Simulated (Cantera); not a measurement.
What does this Cantera script print?

```python
import numpy as np
import cantera as ct

gas = ct.Solution("gri30.yaml")
gas.TPX = 1300, 23000, {'N2O': 1, 'H2': 0.035, 'N2': 9.2}
inlet = ct.Reservoir(gas, clone=True)

reactor = ct.IdealGasConstPressureReactor(gas, energy="off", clone=False)
exhaust = ct.Reservoir(gas, clone=True)
tau = [1.5, 0.79, 0.41, 0.22, 0.11, 0.059, 0.031, 0.016, 0.0084, 0.0044, 0.0023][0]
for a, b in ((inlet, reactor), (reactor, exhaust)):
    ct.MassFlowController(a, b, mdot=lambda t: reactor.mass / tau)
net = ct.ReactorNet([reactor])
show = ['N2O', 'H2', 'NO', 'H2O', 'H2O2', 'H', 'HO2']

rows = []
print(f"{'tau/s':>10s}{'T/K':>9s}" + "".join(f"{s:>11s}" for s in show))
for tau in [1.5, 0.79, 0.41, 0.22, 0.11, 0.059, 0.031, 0.016, 0.0084, 0.0044, 0.0023]:
    net.initial_time = 0.0
    net.advance(30 * tau)
    before = gas.X
    net.advance(40 * tau)
    drift = np.max(np.abs(gas.X - before) / (gas.X + 1e-9))
    rows.append([gas.T, *gas[show].X, drift])
    print(f"{tau:10.3e}{gas.T:9.1f}" + "".join(f"{x:11.3e}" for x in gas[show].X))
```

Output:

```
     tau/s      T/K        N2O         H2         NO        H2O       H2O2          H        HO2
 1.500e+00   1300.0  4.243e-02  1.859e-05  6.346e-03  3.307e-03  1.406e-09  1.146e-07  4.502e-08
 7.900e-01   1300.0  5.690e-02  3.316e-05  4.677e-03  3.316e-03  1.589e-09  1.545e-07  7.528e-08
 4.100e-01   1300.0  7.011e-02  5.944e-05  3.063e-03  3.310e-03  1.848e-09  2.289e-07  1.335e-07
 2.200e-01   1300.0  7.954e-02  1.018e-04  1.883e-03  3.282e-03  2.222e-09  3.597e-07  2.326e-07
 1.100e-01   1300.0  8.637e-02  1.812e-04  1.025e-03  3.212e-03  2.900e-09  6.340e-07  4.173e-07
 5.900e-02   1300.0  9.006e-02  2.979e-04  5.751e-04  3.100e-03  3.862e-09  1.083e-06  6.493e-07
 3.100e-02   1300.0  9.234e-02  4.871e-04  3.188e-04  2.912e-03  5.138e-09  1.876e-06  8.931e-07
 1.600e-02   1300.0  9.381e-02  7.871e-04  1.831e-04  2.611e-03  6.267e-09  3.192e-06  1.043e-06
 8.400e-03   1300.0  9.485e-02  1.222e-03  1.140e-04  2.176e-03  6.637e-09  4.988e-06  1.049e-06
 4.400e-03   1300.0  9.577e-02  1.814e-03  7.190e-05  1.583e-03  6.031e-09  6.847e-06  9.547e-07
 2.300e-03   1300.0  9.659e-02  2.469e-03  4.182e-05  9.294e-04  4.611e-09  7.625e-06  8.141e-07
```

Cantera simulation using GRI-Mech 3.0 (53 species, 325 reactions); the numbers are that mechanism's predictions, not measurements. GRI-Mech 3.0 was tuned for natural gas; its chemistry of N2O as a main component is partial and can be far from experiment. The mechanism lacks the step 2 NO + O2 → 2 NO2, which can matter for NO2 below about 1400 K. The temperature is held fixed by assumption; the heat of reaction is taken as removed at once.
